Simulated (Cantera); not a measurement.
A Cantera script and what it prints.

```python
import numpy as np
import cantera as ct

gas_names = [...]  # 148 gases of nasa_gas.yaml made of Al, C, H, N, O
cond_names = """
    AL(cr) AL(L) ALN(s) AL2O3(a) AL2O3(L) C(gr) C6H6(L) C7H8(L) C8H18(L),n-octa H2O(s) H2O(L)
""".split()


# ... load() reads the species with a 1 bar reference pressure and builds the phases ...
atoms = {
    'Al(CH3)3': {'AL': 1, 'C': 3, 'H': 9},
    'NH3': {'N': 1, 'H': 3},
    'N2': {'N': 2},
    'O2': {'O': 2},
}
top_T = {'ALN(s)': 2750, 'C(gr)': 4500}  # K; cautious upper limits of use, not melting points


# ... equilibrate(T, P, feed) seeds the gas with the atoms and calls Mixture.equilibrate('TP', solver="vcs", rtol=1e-11, max_steps=5000) ...
results = []
feed = {'Al(CH3)3': 1, 'NH3': 21, 'N2': 7.9, 'O2': 1.1}  # mol
P = 13332.2  # Pa
for T in [873, 948, 1023, 1098, 1173, 1248, 1323, 1398, 1473, 1548, 1623]:
    mix = equilibrate(T, P, feed)
    results.append((T, P, feed, dict(zip(mix.species_names, mix.species_moles))))
    x = sorted(zip(gas.X, gas.species_names), reverse=True)
    print(f"T = {T:g} K  P = {P:g} Pa  gas = {mix.phase_moles(0):.4g} mol")
    print("   x: " + "  ".join(f"{s} {v:.3e}" for v, s in x if v > 1e-05))
    print("   condensed (mol): " + ("  ".join(f"{mix.phase(i).name} {mix.phase_moles(i):.4g}"
          for i in range(1, mix.n_phases) if mix.phase_moles(i) > 1e-12) or "none"))
```

Result:

```
T = 873 K  P = 13332.2 Pa  gas = 53.67 mol
   x: H2 6.212e-01  N2 3.428e-01  CH4 2.309e-02  CO 9.445e-03  H2O 3.327e-03  CO2 1.350e-04  NH3 5.796e-05
   condensed (mol): AL2O3(a) 0.5  C(gr) 1.247
T = 948 K  P = 13332.2 Pa  gas = 54.53 mol
   x: H2 6.404e-01  N2 3.374e-01  CO 1.180e-02  CH4 9.383e-03  H2O 9.754e-04  NH3 3.321e-05  CO2 3.249e-05
   condensed (mol): AL2O3(a) 0.5  C(gr) 1.843
T = 1023 K  P = 13332.2 Pa  gas = 54.85 mol
   x: H2 6.476e-01  N2 3.354e-01  CO 1.245e-02  CH4 4.195e-03  H2O 2.943e-04  NH3 2.018e-05
   condensed (mol): AL2O3(a) 0.5  C(gr) 2.086
T = 1098 K  P = 13332.2 Pa  gas = 54.98 mol
   x: H2 6.505e-01  N2 3.347e-01  CO 1.263e-02  CH4 2.062e-03  H2O 1.007e-04  NH3 1.300e-05  HCN 1.010e-05
   condensed (mol): AL2O3(a) 0.5  C(gr) 2.192
T = 1173 K  P = 13332.2 Pa  gas = 55.04 mol
   x: H2 6.518e-01  N2 3.343e-01  CO 1.268e-02  CH4 1.102e-03  H2O 3.911e-05  HCN 2.562e-05
   condensed (mol): AL2O3(a) 0.5  C(gr) 2.24
T = 1248 K  P = 13332.2 Pa  gas = 55.06 mol
   x: H2 6.525e-01  N2 3.341e-01  CO 1.270e-02  CH4 6.328e-04  HCN 5.801e-05  H2O 1.698e-05
   condensed (mol): AL2O3(a) 0.5  C(gr) 2.263
T = 1323 K  P = 13332.2 Pa  gas = 55.08 mol
   x: H2 6.528e-01  N2 3.340e-01  CO 1.270e-02  CH4 3.862e-04  HCN 1.196e-04
   condensed (mol): AL2O3(a) 0.5  C(gr) 2.272
T = 1398 K  P = 13332.2 Pa  gas = 55.09 mol
   x: H2 6.529e-01  N2 3.339e-01  CO 1.270e-02  CH4 2.482e-04  HCN 2.280e-04  H 1.047e-05
   condensed (mol): AL2O3(a) 0.5  C(gr) 2.274
T = 1473 K  P = 13332.2 Pa  gas = 55.63 mol
   x: H2 6.466e-01  N2 3.258e-01  CO 2.700e-02  HCN 3.997e-04  CH4 1.637e-04  H 2.786e-05
   condensed (mol): ALN(s) 0.5346  AL2O3(a) 0.2327  C(gr) 1.466
T = 1548 K  P = 13332.2 Pa  gas = 56.1 mol
   x: H2 6.412e-01  N2 3.188e-01  CO 3.921e-02  HCN 6.634e-04  CH4 1.124e-04  H 6.753e-05  HNC 1.302e-05  C2H2,acetylene 1.006e-05
   condensed (mol): ALN(s) 1  C(gr) 0.7548
T = 1623 K  P = 13332.2 Pa  gas = 56.1 mol
   x: H2 6.409e-01  N2 3.185e-01  CO 3.921e-02  HCN 1.064e-03  H 1.515e-04  CH4 8.120e-05  HNC 2.597e-05  C2H2,acetylene 2.233e-05
   condensed (mol): ALN(s) 1  C(gr) 0.7319
```

Cantera equilibrium calculation (NASA polynomials, part measured and part estimated; ideal gas, pure solids and liquids). The feed counts by its element totals alone. Mutual solubility and eutectic melting of coexisting phases are not modelled.
